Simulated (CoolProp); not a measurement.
Vapour-liquid equilibrium of 1-butene (1) + n-perfluorobutane (2) at 323.7 K; x and y are mole fractions of (1).

Model: multi-fluid Helmholtz-energy mixture model, Lemmon 2005 and Gao 2022; pair parameters Bell 2016, in CoolProp.

### Question
Give the bubble pressure and the first vapour's composition at x = 0.05, 0.35, 0.8. Is there an azeotrope?

### Answer
x = 0.05: 0.6237 MPa, y = 0.123; x = 0.35: 0.9094 MPa, y = 0.517; x = 0.8: 0.9346 MPa, y = 0.616. y crosses x between x = 0.5 and 0.65: the model has an azeotrope there.

Pair parameters are fitted to limited data, so mixtures are less certain than the pure fluids. With so large a gap from Raoult's law the liquid may split in two, which this calculation doesn't test in full.
